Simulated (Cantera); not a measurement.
Cantera run:

```python
import numpy as np
import cantera as ct

gas_names = """
    B BH BH2 BH3 BN B2 H H2 N NH NH2 NH3 N2 N2H2 N2H4
""".split()
cond_names = """
    B(b) B(L) BN(s)
""".split()


def load(file, names, dense=False):
    # The tables refer to 1 bar. Condensed volumes are neglected.
    table = {s.name: s for s in ct.Species.list_from_file(file)}
    out = []
    for n in names:
        d = dict(table[n].input_data)
        d["thermo"] = dict(d["thermo"], **{"reference-pressure": 1e5})
        if dense:
            d["equation-of-state"] = {"model": "constant-volume", "density": "1e6 g/cm^3"}
        out.append(ct.Species.from_dict(d))
    return out


gas = ct.Solution(thermo="ideal-gas", species=load("nasa_gas.yaml", gas_names))
cond = {s.name: ct.Solution(thermo="fixed-stoichiometry", species=[s], name=s.name)
        for s in load("nasa_condensed.yaml", cond_names, dense=True)}
atoms = {
    'B2H6': {'B': 2, 'H': 6},
    'N2': {'N': 2},
}
top_T = {'BN(s)': 3200}  # K; cautious upper limits of use, not melting points


def equilibrate(T, P, feed):
    n = {}
    for name, mol in feed.items():
        for a, k in atoms[name].items():
            n[a] = n.get(a, 0.0) + k * mol
    gas.TPX = T, P, n
    mass = sum(n.values()) * gas.mean_molecular_weight
    gas.equilibrate("TP")
    valid = [c for c in cond.values() if c.min_temp <= T <= top_T.get(c.name, c.max_temp)]
    mix = ct.Mixture([(gas, mass / gas.mean_molecular_weight)] + [(c, 0.0) for c in valid])
    mix.T, mix.P = T, P
    mix.equilibrate("TP", solver="vcs", rtol=1e-11, max_steps=5000)
    return mix


results = []
feed = {'B2H6': 1, 'N2': 3.8}  # mol
T = 1900  # K
P = 1333.22  # Pa
mix = equilibrate(T, P, feed)
results.append((T, P, feed, dict(zip(mix.species_names, mix.species_moles))))
x = sorted(zip(gas.X, gas.species_names), reverse=True)
print(f"T = {T:g} K  P = {P:g} Pa  gas = {mix.phase_moles(0):.4g} mol")
print("   x: " + "  ".join(f"{s} {v:.3e}" for v, s in x if v > 0.001))
print("   condensed (mol): " + ("  ".join(f"{mix.phase(i).name} {mix.phase_moles(i):.4g}"
      for i in range(1, mix.n_phases) if mix.phase_moles(i) > 1e-12) or "none"))
```

It prints:

```
T = 1900 K  P = 1333.22 Pa  gas = 5.814 mol
   x: H2 5.135e-01  N2 4.816e-01  H 4.925e-03
   condensed (mol): BN(s) 2
```

Equilibrium computed with Cantera from the NASA thermochemical tables; the gas is ideal and each condensed phase is pure. The feed counts by its element totals alone.
